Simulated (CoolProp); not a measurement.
Vapour-liquid equilibrium of n-heptane (1) + n-dodecane (2) at 482 K; x and y are mole fractions of (1).

Model: multi-fluid Helmholtz-energy mixture model, Span 2003 and Lemmon 2004; pair parameters Bell 2016, in CoolProp.

| x | bubble pressure (MPa) | y at the bubble point | dew pressure at overall composition x (MPa) | liquid density (mol/L) |
|---|---|---|---|---|
| 0.05 | 0.1234 | 0.330 | 0.08885 | 3.586 |
| 0.125 | 0.1856 | 0.574 | 0.09609 | 3.676 |
| 0.2 | 0.2519 | 0.702 | 0.1046 | 3.769 |
| 0.275 | 0.3217 | 0.780 | 0.1147 | 3.865 |
| 0.35 | 0.3942 | 0.832 | 0.1269 | 3.963 |
| 0.425 | 0.4692 | 0.870 | 0.1420 | 4.064 |
| 0.5 | 0.5462 | 0.898 | 0.1611 | 4.167 |
| 0.575 | 0.6254 | 0.920 | 0.1860 | 4.272 |
| 0.65 | 0.7067 | 0.938 | 0.2200 | 4.377 |
| 0.725 | 0.7906 | 0.953 | 0.2692 | 4.482 |
| 0.8 | 0.8779 | 0.967 | 0.3461 | 4.584 |
| 0.875 | 0.9697 | 0.980 | 0.4825 | 4.680 |
| 0.95 | 1.068 | 0.992 | 0.7710 | 4.765 |

No azeotrope shows between x = 0.05 and 0.95.

The pair parameters rest on a limited set of measurements; away from them the model extrapolates.
